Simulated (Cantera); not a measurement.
A diamond (100) surface in a fixed gas of H2 with x(CH4) = 0.0025, x(H) = 0.016, at 1198 K, 55.5 Torr; coverages are run to steady state.

Model: the Harris–Goodwin 1993 mechanism for the reconstructed diamond (100) surface, integrated in Cantera.

θ: site fractions in the mechanism's names (c6HH fully hydrogenated, c6H* and c6*H radical sites, c6** diradical, c6HM methylated).

```json
[
 {"x(CH3)": "1e-06", "growth (µm/h)": "?", "θ c6HH": "0.440", "θ c6H*": "0.0385", "θ c6*H": "0.491", "θ c6**": "0.0305", "θ c6HM": "1.06e-5"},
 {"x(CH3)": "2.5e-06", "growth (µm/h)": "?", "θ c6HH": "0.440", "θ c6H*": "0.0385", "θ c6*H": "0.491", "θ c6**": "0.0305", "θ c6HM": "2.65e-5"},
 {"x(CH3)": "6.4e-06", "growth (µm/h)": "?", "θ c6HH": "0.440", "θ c6H*": "0.0385", "θ c6*H": "0.491", "θ c6**": "0.0305", "θ c6HM": "6.80e-5"},
 {"x(CH3)": "1.6e-05", "growth (µm/h)": "?", "θ c6HH": "0.440", "θ c6H*": "0.0385", "θ c6*H": "0.491", "θ c6**": "0.0304", "θ c6HM": "0.000170"},
 {"x(CH3)": "4.1e-05", "growth (µm/h)": "?", "θ c6HH": "0.440", "θ c6H*": "0.0385", "θ c6*H": "0.491", "θ c6**": "0.0304", "θ c6HM": "0.000435"},
 {"x(CH3)": "0.0001", "growth (µm/h)": "?", "θ c6HH": "0.439", "θ c6H*": "0.0384", "θ c6*H": "0.490", "θ c6**": "0.0304", "θ c6HM": "0.00106"},
 {"x(CH3)": "0.00026", "growth (µm/h)": "?", "θ c6HH": "0.438", "θ c6H*": "0.0383", "θ c6*H": "0.489", "θ c6**": "0.0302", "θ c6HM": "0.00274"},
 {"x(CH3)": "0.00066", "growth (µm/h)": "?", "θ c6HH": "0.435", "θ c6H*": "0.0380", "θ c6*H": "0.485", "θ c6**": "0.0298", "θ c6HM": "0.00690"},
 {"x(CH3)": "0.0017", "growth (µm/h)": "?", "θ c6HH": "0.428", "θ c6H*": "0.0373", "θ c6*H": "0.476", "θ c6**": "0.0288", "θ c6HM": "0.0173"}
]
```

Some entries are withheld; supply them.


- 1e-06, growth (µm/h): 0.0542
- 2.5e-06, growth (µm/h): 0.135
- 6.4e-06, growth (µm/h): 0.347
- 1.6e-05, growth (µm/h): 0.866
- 4.1e-05, growth (µm/h): 2.22
- 0.0001, growth (µm/h): 5.40
- 0.00026, growth (µm/h): 14.0
- 0.00066, growth (µm/h): 35.1
- 0.0017, growth (µm/h): 88.2
